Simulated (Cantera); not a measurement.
An adiabatic, constant-volume homogeneous reactor starts with C₃H₈ : O₂ : N₂ = 1 : 10.4 : 39.2 (molar parts), at 1498 K and 150000 Pa.

Cantera simulation using GRI-Mech 3.0 (53 species, 325 reactions); the numbers are that mechanism's predictions, not measurements. GRI-Mech 3.0 was tuned for natural gas; its chemistry of propane as a main component is partial and can be far from experiment.

x: mole fraction; the columns are a selection and need not sum to one.

```csv
t (s),T (K),P (bar),x C₃H₈,x O₂,x NO,x C₂H₂,x CH₂
2.00e-6,1497,1.50,0.0196,0.205,<1e-12,3.46e-9,?
9.25e-6,1493,1.50,0.0186,0.205,1.98e-12,5.68e-7,?
4.28e-5,1547,1.58,0.00738,0.193,5.58e-10,0.000145,?
0.000198,2619,2.70,<1e-12,0.102,0.000799,<1e-12,<1e-12
0.000917,2620,2.70,<1e-12,0.100,0.00465,<1e-12,<1e-12
0.00424,2603,2.68,<1e-12,0.0959,0.0139,<1e-12,<1e-12
0.0196,2596,2.68,<1e-12,0.0941,0.0176,<1e-12,<1e-12
0.0908,2596,2.68,<1e-12,0.0941,0.0177,<1e-12,<1e-12
0.420,2596,2.68,<1e-12,0.0941,0.0177,<1e-12,<1e-12
1.95,2596,2.68,<1e-12,0.0941,0.0177,<1e-12,<1e-12
9.00,2596,2.68,<1e-12,0.0941,0.0177,<1e-12,<1e-12
```

Question: Fill in the missing entries.

Answer: 
- 2.00e-6, x CH₂: 6.53e-9
- 9.25e-6, x CH₂: 1.58e-7
- 4.28e-5, x CH₂: 2.96e-6
